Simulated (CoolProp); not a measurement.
The numbers come from the reference Helmholtz-energy equation of state, Lemmon 2006 in CoolProp. It is a short technical equation, of lower accuracy than the large ones.

Task: Give the vapour pressure (MPa), liquid density (kg/m³), liquid cp (kJ/(kg K)) of saturated CH3F (R41) at 170, 193.7 K.

Result: 
| T (K) | p (MPa) | liquid density (kg/m³) | liquid cp (kJ/(kg K)) |
|---|---|---|---|
| 170 | 0.0206 | 931 | 2.06 |
| 193.7 | 0.0954 | 883 | 2.07 |
